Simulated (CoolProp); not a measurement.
R410A at several states: fugacity coefficient from the reference equation and from simpler models built on Tc = 71.3 °C, pc = 49.01 bar, ω = 0.296; each cubic takes its own stable root.

Values from CoolProp's reference Helmholtz-energy equation of state, Lemmon 2003. It is a pseudo-pure fit of the blend.

| T (°C) | p (bar) | phase | reference |
|---|---|---|---|
| 72.65 | 130 | supercritical | 0.3136 |
| 120.45 | 0.53 | gas | 0.9975 |
| 0.35 | 48 | liquid | 0.1608 |
| 214.95 | 99.6 | supercritical | 0.8236 |
| 154.15 | 266 | supercritical | 0.4861 |
| 47.75 | 5.77 | gas | 0.9440 |

How far does each simpler model (van der Waals, Redlich-Kwong, Soave-Redlich-Kwong) lie from the reference over these 6 states: mean and median of the absolute difference, and the worst?


- van der Waals: mean 25.2 %, median 3.9 %, worst +119.7 % at 0.35 °C and 48 bar
- Redlich-Kwong: mean 9.6 %, median 2.2 %, worst +42.5 % at 0.35 °C and 48 bar
- Soave-Redlich-Kwong: mean 6.4 %, median 5.4 %, worst +16.3 % at 154.15 °C and 266 bar
